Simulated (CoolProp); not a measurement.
Vapour-liquid equilibrium of cyclohexane (1) + toluene (2) at 0.82 bar; x and y are mole fractions of (1).

The numbers come from the multi-fluid Helmholtz-energy mixture model, Zhou 2014 and Lemmon 2006; pair parameters Bell 2016 in CoolProp.

| x | bubble temperature (°C) | y at the bubble point | dew temperature at overall composition x (°C) | liquid density (mol/L) |
|---|---|---|---|---|
| 0.05 | 100.2 | 0.131 | 102.1 | 8.555 |
| 0.125 | 96.1 | 0.289 | 100.3 | 8.576 |
| 0.2 | 92.7 | 0.411 | 98.5 | 8.592 |
| 0.275 | 89.8 | 0.508 | 96.5 | 8.602 |
| 0.35 | 87.2 | 0.587 | (withheld) | 8.610 |
| 0.425 | 85.0 | 0.654 | (withheld) | 8.615 |
| 0.5 | 83.1 | 0.712 | 90.0 | 8.618 |
| 0.575 | 81.3 | 0.763 | 87.6 | 8.620 |
| 0.65 | 79.8 | 0.809 | 85.2 | 8.621 |
| 0.725 | (withheld) | 0.852 | 82.6 | 8.622 |
| 0.8 | 77.0 | 0.893 | 80.1 | 8.624 |
| 0.875 | 75.8 | 0.933 | 77.6 | 8.626 |
| 0.95 | 74.6 | 0.973 | 75.2 | 8.629 |

Problem. Complete the blanks.

Solution. 
- 0.35, dew temperature at overall composition x (°C): 94.4
- 0.425, dew temperature at overall composition x (°C): 92.3
- 0.725, bubble temperature (°C): 78.3

No azeotrope shows between x = 0.05 and 0.95.

Pair parameters are fitted to limited data, so mixtures are less certain than the pure fluids.
